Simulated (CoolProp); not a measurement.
A simple Rankine cycle with p-xylene: condensing at 318.15 K, boiler at 1.6 MPa, turbine inlet 595.6 K, turbine efficiency 0.65, pump efficiency 0.6, no recuperator. Each further row changes one setting.

Model: reference Helmholtz-energy equation of state, Zhou 2012, in CoolProp.

```json
[
 {"case": "as stated", "thermal efficiency (%)": "18.3", "net work (kJ/kg)": "…", "heat in (kJ/kg)": "837", "turbine exit temperature (K)": "502.1", "volume ratio over the turbine": "507"},
 {"case": "turbine inlet 615.6 K", "thermal efficiency (%)": "…", "net work (kJ/kg)": "…", "heat in (kJ/kg)": "886", "turbine exit temperature (K)": "523.2", "volume ratio over the turbine": "…"},
 {"case": "condensing temperature 310.15 K", "thermal efficiency (%)": "19.1", "net work (kJ/kg)": "…", "heat in (kJ/kg)": "851", "turbine exit temperature (K)": "497.2", "volume ratio over the turbine": "754"},
 {"case": "boiler pressure 1.12 MPa", "thermal efficiency (%)": "17.5", "net work (kJ/kg)": "…", "heat in (kJ/kg)": "851", "turbine exit temperature (K)": "511.3", "volume ratio over the turbine": "330"},
 {"case": "turbine efficiency 0.55", "thermal efficiency (%)": "15.4", "net work (kJ/kg)": "…", "heat in (kJ/kg)": "837", "turbine exit temperature (K)": "514.5", "volume ratio over the turbine": "…"}
]
```

Q: Complete the blanks.

A: 
- as stated, net work (kJ/kg): 153
- turbine inlet 615.6 K, thermal efficiency (%): 18.1
- turbine inlet 615.6 K, net work (kJ/kg): 160
- turbine inlet 615.6 K, volume ratio over the turbine: 493
- condensing temperature 310.15 K, net work (kJ/kg): 162
- boiler pressure 1.12 MPa, net work (kJ/kg): 149
- turbine efficiency 0.55, net work (kJ/kg): 129
- turbine efficiency 0.55, volume ratio over the turbine: 520
